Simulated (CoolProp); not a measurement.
Model: reference Helmholtz-energy equation of state, Lemmon 2006, in CoolProp. It is a short technical equation, of lower accuracy than the large ones.

### Question
For toluene, give the phase and the cv (kJ/(kg K)), Prandtl number, fugacity coefficient at 429.5 K and 19.7 bar; 459.1 K and 19.7 bar; 478.8 K and 19.7 bar.

### Answer
- 429.5 K and 19.7 bar: liquid; cv 1.67, Prandtl number 4.14, fugacity coefficient 0.157
- 459.1 K and 19.7 bar: liquid; cv 1.76, Prandtl number 3.87, fugacity coefficient 0.272
- 478.8 K and 19.7 bar: liquid; cv 1.82, Prandtl number 3.71, fugacity coefficient 0.373

Viscosity comes from a separate model (Avgeri 2015). Thermal conductivity comes from a separate model (Assael 2012).
